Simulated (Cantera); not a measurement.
An isothermal, constant-pressure homogeneous reactor starts with CH4 : N2 = 1 : 5.1 (molar parts), at 1450 K and 330 Torr. Integrator tolerance rtol = 1e-08.

Computed with Cantera and GRI-Mech 3.0 (53 species, 325 reactions). GRI-Mech 3.0 stops at C3 and has no aromatics, soot or wall deposition, so with more carbon than oxygen in the feed, carbon stays in small species such as C2H2 where larger ones or solid carbon would form.

Question: What does this change do: pressure from 330 Torr to 0.158 Torr?

Answer: 
| quantity | before | after |
|---|---|---|
| x(CH4) at 1.00 s | 0.127 (gas-phase equilibrium 0.00998) | 0.164 (gas-phase equilibrium 5.58e-6) |
| x(C2H4) at 1.00 s | 0.00114 (gas-phase equilibrium 0.00126) | 2.28e-8 (gas-phase equilibrium 7.19e-7) |
| x(C2H) at 1.00 s | 5.48e-10 (gas-phase equilibrium 1.35e-9) | <1e-12 (gas-phase equilibrium 6.70e-8) |
| x(CH3) at 1.00 s | 6.73e-5 (gas-phase equilibrium 6.49e-6) | 1.06e-5 (gas-phase equilibrium 1.61e-7) |
| x(HCN) at 1.00 s | 2.48e-10 (gas-phase equilibrium 0.0688) | <1e-12 (gas-phase equilibrium 0.0723) |
| x(C2H6) at 1.00 s | 0.000120 (gas-phase equilibrium 1.40e-6) | 5.62e-10 (gas-phase equilibrium <1e-12) |
Radical loss at walls, strong at low pressure, is not modelled.

Question: What does this change do: temperature 1450 to 1275 K?

Answer: 
```csv
quantity,before,after
x(CH4) at 1.00 s,0.127 (gas-phase equilibrium 0.00998),0.164 (gas-phase equilibrium 0.0500)
x(C2H4) at 1.00 s,0.00114 (gas-phase equilibrium 0.00126),4.56e-5 (gas-phase equilibrium 0.00509)
x(C2H) at 1.00 s,5.48e-10 (gas-phase equilibrium 1.35e-9),<1e-12 (gas-phase equilibrium 2.18e-11)
x(CH3) at 1.00 s,6.73e-5 (gas-phase equilibrium 6.49e-6),6.41e-6 (gas-phase equilibrium 2.89e-6)
x(HCN) at 1.00 s,2.48e-10 (gas-phase equilibrium 0.0688),<1e-12 (gas-phase equilibrium 0.0478)
x(C2H6) at 1.00 s,0.000120 (gas-phase equilibrium 1.40e-6),8.20e-5 (gas-phase equilibrium 2.08e-5)
```
